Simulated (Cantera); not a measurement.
Input: 1 mol Si₃N₄, 4.3 mol Cl₂, a varied amount of H₂, equilibrated at 1550 K and 0.0100 bar.

These are equilibrium values from Cantera (NASA tables, ideal gas, pure condensed phases), not measurements of a reactor. Candidate condensed phases: NH₄Cl, Si, Si₃N₄; 28 gas species. Kinetics and transport are ignored.

**Question.** What share of the Si ends up in condensed phases as a function of n(H₂) (mol), at 9.9, 12, 15, 19, 23, 28, 35, 43, 53?

**Answer.** 
```
n(H₂) (mol)  Si condensed (%)        as
-----------  ----------------  --------
9.9                      29.4  Si₃N₄(s)
12                       32.1  Si₃N₄(s)
15                       35.0  Si₃N₄(s)
19                       37.9  Si₃N₄(s)
23                       40.0  Si₃N₄(s)
28                       42.1  Si₃N₄(s)
35                       44.3  Si₃N₄(s)
43                       46.1  Si₃N₄(s)
53                       47.9  Si₃N₄(s)
```
